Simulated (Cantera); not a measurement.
Charge: 1 mol CH₄, 0.06 mol NH₃, 0.14 mol CO₂, equilibrated at 2325 K and 0.133 bar.

Equilibrium computed with Cantera from the NASA thermochemical tables; the gas is ideal and each condensed phase is pure. The numbers say what is thermodynamically allowed, not how fast it happens.

```
species             before    after
----------------  --------  -------
CO                   0.115    0.530
H₂                   0.839    0.186
H₂O                5.00e-7    0.175
CO₂                1.21e-8   0.0876
H                   0.0276   0.0130
N₂                  0.0101  0.00529
C₂H₂ (acetylene)   0.00410    <1e-9
HCN                0.00407  4.06e-9
OH                 2.74e-9  0.00204
HNC               0.000383    <1e-9
O                    <1e-9  9.65e-5
O₂                   <1e-9  3.77e-5
C(graphite), mol     0.829        0
```
Gas species are given as mole fractions.

Q: Name the change that produced these shifts.
A. CO₂ from 0.14 to 2.5 mol
B. temperature from 2325 K to 1473 K
C. temperature from 2325 K to 2173.15 K
D. CO₂ from 0.14 to 5.8 mol

A: A, CO₂ from 0.14 to 2.5 mol
